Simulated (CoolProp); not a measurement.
The fluid at 298.15 K and 0.279 MPa flows at 2.1 m/s in a round tube of 100 mm bore and 0.25 µm roughness, fully developed (64/Re and Nu = 3.66 if laminar; Colebrook and Gnielinski if turbulent). The same conditions are run with several fluids, on thermodynamics alone (safety and materials aside).

Computed with CoolProp (reference Helmholtz-energy equation of state of each fluid (o-xylene: Zhou 2012; n-octane: Beckmüller 2019; n-heptane: Span 2003; R123: Younglove 1994; n-hexane: Thol 2019)).

```csv
fluid,Reynolds number,Darcy friction factor,pressure drop (Pa/m),heat-transfer coefficient (W/(m² K)),mass flow (kg/h)
o-xylene,243000,0.0151,291,2000,52000
n-octane,286000,0.0146,225,2100,41500
n-heptane,365000,0.0140,209,2280,40400
R123,735000,0.0123,398,2330,87000
n-hexane,461000,0.0134,193,2450,38900
```

Transport values come from each fluid's own correlations.
